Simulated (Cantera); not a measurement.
What does this Cantera script print?

```python
import numpy as np
import cantera as ct

gas_names = """
    N CO NO2
""".split()
cond_names = """
    Ta2O5(s) Ta2O5(L) TaC(s) TaC(L)
""".split()


def load(file, names, dense=False):
    # The tables refer to 1 bar. Condensed volumes are neglected.
    table = {s.name: s for s in ct.Species.list_from_file(file)}
    out = []
    for n in names:
        d = dict(table[n].input_data)
        d["thermo"] = dict(d["thermo"], **{"reference-pressure": 1e5})
        if dense:
            d["equation-of-state"] = {"model": "constant-volume", "density": "1e6 g/cm^3"}
        out.append(ct.Species.from_dict(d))
    return out


species = {s.name: s for s in load("nasa_gas.yaml", gas_names) + load("nasa_condensed.yaml", cond_names)}
# Each term lists the table entries of one substance; the one whose range holds T is used.
reactions = {
    '7 N(g) + 4 CO(g) + 2 Ta2O5 = 7 NO2(g) + 4 TaC':
        [(-7, ['N']), (-4, ['CO']), (-2, ['Ta2O5(s)', 'Ta2O5(L)']), (7, ['NO2']), (4, ['TaC(s)', 'TaC(L)'])],
}


def pick(names, T):
    return next(species[n] for n in names if species[n].thermo.min_temp <= T <= species[n].thermo.max_temp)


results = []
for label, terms in reactions.items():
    print(label)
    print("     T/K   dH/kJ  dS/(J/K)   dG/kJ   log10 K")
    for T in [300, 2275, 2325, 2375, 2425, 2475, 2525, 2575, 2625, 2675]:
        used = [(nu, pick(names, T)) for nu, names in terms]
        dH = sum(nu * s.thermo.h(T) for nu, s in used) / 1e6
        dS = sum(nu * s.thermo.s(T) for nu, s in used) / 1e3
        dG = dH - T * dS / 1e3
        logK = -dG * 1e6 / (ct.gas_constant * T * np.log(10))
        results.append((label, T, dH, dS, dG, logK, [s.name for _, s in used]))
        print(f"{T:8g} {dH:8.1f} {dS:8.1f} {dG:8.1f} {logK:8.2f}")
```

Output:

```
7 N(g) + 4 CO(g) + 2 Ta2O5 = 7 NO2(g) + 4 TaC
     T/K   dH/kJ  dS/(J/K)   dG/kJ   log10 K
     300    888.1   -300.2    978.2  -170.31
    2275    501.8   -581.8   1825.3   -41.91
    2325    495.9   -584.3   1854.5   -41.66
    2375    490.1   -586.8   1883.7   -41.43
    2425    484.5   -589.1   1913.1   -41.21
    2475    479.0   -591.4   1942.6   -41.00
    2525    473.5   -593.6   1972.3   -40.80
    2575    468.2   -595.6   2002.0   -40.61
    2625    463.0   -597.6   2031.8   -40.43
    2675    457.9   -599.6   2061.8   -40.26
```

Source: NASA polynomial tables (part measured, part estimated), evaluated in Cantera. TaC: taken at fixed stoichiometry. Condensed species are held in their standard states even where they would react or evaporate.
